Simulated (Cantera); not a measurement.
# Stirred combustor or abatement burner

A perfectly stirred reactor is fed with CH₃OH : O₂ : N₂ = 1 : 1.83 : 6.88 (molar parts), at 101000 Pa; it is adiabatic with a 475 K inlet, and is followed from long to short residence time, starting on the burning branch (τ in s: 0.5, 0.14, 0.039, 0.011, 0.0031, 0.00086, 0.00024, 6.7e-05, 1.9e-05, 5.3e-06).

Detailed kinetics in Cantera: GRI-Mech 3.0 (53 species, 325 reactions). GRI-Mech 3.0 was tuned for natural gas; its chemistry of methanol as a main component is partial and can be far from experiment.

```json
[
 {"τ (s)": "0.50", "T (K)": "2158", "x CH₃OH": "2.40e-7", "x O₂": "0.0318", "x H₂": "0.00101", "x CO₂": "0.0951", "x CH₂CO": "5.09e-12", "x CH₃": "2.50e-8"},
 {"τ (s)": "0.14", "T (K)": "2155", "x CH₃OH": "7.88e-7", "x O₂": "0.0325", "x H₂": "0.00116", "x CO₂": "0.0946", "x CH₂CO": "1.81e-11", "x CH₃": "7.44e-8"},
 {"τ (s)": "0.039", "T (K)": "2142", "x CH₃OH": "2.34e-6", "x O₂": "0.0334", "x H₂": "0.00160", "x CO₂": "0.0934", "x CH₂CO": "6.24e-11", "x CH₃": "1.74e-7"},
 {"τ (s)": "0.011", "T (K)": "2107", "x CH₃OH": "5.97e-6", "x O₂": "0.0349", "x H₂": "0.00267", "x CO₂": "0.0905", "x CH₂CO": "2.05e-10", "x CH₃": "3.39e-7"},
 {"τ (s)": "0.0031", "T (K)": "2045", "x CH₃OH": "1.43e-5", "x O₂": "0.0373", "x H₂": "0.00456", "x CO₂": "0.0856", "x CH₂CO": "8.68e-10", "x CH₃": "8.82e-7"},
 {"τ (s)": "0.00086", "T (K)": "1959", "x CH₃OH": "3.64e-5", "x O₂": "0.0408", "x H₂": "0.00708", "x CO₂": "0.0792", "x CH₂CO": "5.40e-9", "x CH₃": "3.27e-6"},
 {"τ (s)": "0.00024", "T (K)": "1859", "x CH₃OH": "0.000111", "x O₂": "0.0459", "x H₂": "0.00950", "x CO₂": "0.0705", "x CH₂CO": "4.42e-8", "x CH₃": "1.30e-5"},
 {"τ (s)": "6.7e-5", "T (K)": "475", "x CH₃OH": "0.103", "x O₂": "0.188", "x H₂": "<1e-12", "x CO₂": "<1e-12", "x CH₂CO": "<1e-12", "x CH₃": "<1e-12"},
 {"τ (s)": "1.9e-5", "T (K)": "475", "x CH₃OH": "0.103", "x O₂": "0.188", "x H₂": "<1e-12", "x CO₂": "<1e-12", "x CH₂CO": "<1e-12", "x CH₃": "<1e-12"},
 {"τ (s)": "5.3e-6", "T (K)": "475", "x CH₃OH": "0.103", "x O₂": "0.188", "x H₂": "<1e-12", "x CO₂": "<1e-12", "x CH₂CO": "<1e-12", "x CH₃": "<1e-12"}
]
```
x: mole fraction; the columns are a selection and need not sum to one.
